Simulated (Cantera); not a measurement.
An adiabatic, constant-volume homogeneous reactor starts with 12.2 % CH₄, 1.71 % H₂, 18.1 % O₂, 68.0 % N₂, equivalence ratio 1.4, at 1025 K and 518 Torr.

Model: GRI-Mech 3.0 (53 species, 325 reactions), integrated in Cantera.

Question: Predict: time of steepest temperature rise; temperature at 0.600 s; equilibrium temperature; x(H₂) at 0.600 s; x(O₂) at 0.600 s.

Answer: 
```
Item                                                                Result
---------------------------------  ---------------------------------------
time of steepest temperature rise                                  0.136 s
temperature at 0.600 s                                              2748 K
equilibrium temperature                                             2748 K
x(H₂) at 0.600 s                     0.0593 (gas-phase equilibrium 0.0593)
x(O₂) at 0.600 s                   0.00136 (gas-phase equilibrium 0.00136)
```
